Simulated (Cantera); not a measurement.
Equilibrium for carbon deposition, reforming and gasification: CH3OH + H2O + N2 + O2

Feed: 1 mol CH3OH, 0.061 mol H2O, 16 mol N2, 0.18 mol O2, at 1500 °C and 1.30 bar.

Equilibrium computed with Cantera from the NASA thermochemical tables; the gas is ideal and each condensed phase is pure. Candidate condensed phases: C, C6H6, C7H8, C8H18, H2O; 136 gas species. Equilibrium is a limit: real reactors are often held back by kinetics, nucleation or transport.

- x(N2): 0.839
- x(H2): 0.0889
- x(CO): 0.0496
- x(H2O): 0.0192
- x(CO2): 0.00288
- x(H): 7.44e-5
- gas amount: 19.06 mol
- log10 activity of C(graphite) (absent): -4.01
